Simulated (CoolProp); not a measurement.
Vapour pressure (kPa) of ethylene: the reference equation beside estimates from Tc = 9.2 °C, pc = 5042 kPa, ω = 0.087.

The numbers come from the reference Helmholtz-energy equation of state, Smukala 2000 in CoolProp.

```csv
T (°C),reference,Lee-Kesler,van der Waals,Redlich-Kwong
-48.95,1099,1100,1867,1176
-45.25,1236,1237,2014,1321
-41.55,1386,1386,2168,1477
-37.95,1543,1543,2324,1642
-34.25,1718,1718,2492,1823
-30.55,1907,1906,2668,2018
-26.85,2111,2109,2851,2226
-23.15,2330,2327,3041,2448
-19.45,2564,2561,3239,2684
-15.85,2809,2805,3439,2929
-12.15,3078,3074,3653,3194
-8.45,3366,3362,3874,3476
-4.75,3673,3671,4104,3773
-1.05,4002,4001,4341,4086
2.65,4353,4354,4587,4416
```

Absolute difference from the reference over all 15 rows, mean and median: Lee-Kesler 0.1 and 0.1 %, van der Waals 33.2 and 30.5 %, Redlich-Kwong 4.8 and 5.1 %.
